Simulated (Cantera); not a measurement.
Equilibrium for abatement and gas-phase synthesis: CO2 + O2

Input: 1 mol CO2, 0.15 mol O2, at 773.15 K and 750 Torr.

Equilibrium computed with Cantera from the NASA thermochemical tables; the gas is ideal and each condensed phase is pure. Candidate condensed phases: C; 12 gas species. The numbers say what is thermodynamically allowed, not how fast it happens.

```yaml
x(CO2): 0.870
x(O2): 0.130
gas_amount: 1.150 mol
log10 activity of C(graphite) (absent): -25.90
```
